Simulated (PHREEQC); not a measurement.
# Sulfide liquor: an equilibrium model

Solution (60 °C): 0.25 mol/kgw NH4HS. It is in equilibrium with CO2 at log p = -3.5 (atm). Otherwise closed; pH follows from the charge balance.

Equilibrium calculation in PHREEQC: ion-association model, wateq4f.dat.

```json
{
  "pH": "7.43",
  "ionic_strength": "0.227 mol/kgw",
  "activity_of_water": "0.991",
  "total_alkalinity": "250 meq/kg"
}
```

```tsv
species	molality	activity	log γ
NH4+	0.227	0.165	-0.139
HS-	0.227	0.155	-0.167
H2S	0.0229	0.0241	0.023
NH3	0.0228	0.0228	0.000
HCO3-	9.77e-5	7.08e-5	-0.140
S-2	1.62e-5	4.27e-6	-0.579
CO2	4.94e-6	5.20e-6	0.023
OH-	3.62e-6	2.47e-6	-0.167
CO3-2	4.94e-7	1.36e-7	-0.559
H+	4.77e-8	3.73e-8	-0.107
```

This is a speciation only: nothing precipitates in the calculation. At this temperature some constants are extrapolated from 25 °C, and those without enthalpy data are left unchanged. The polysulfide entries of wateq4f.dat were taken out for this run.
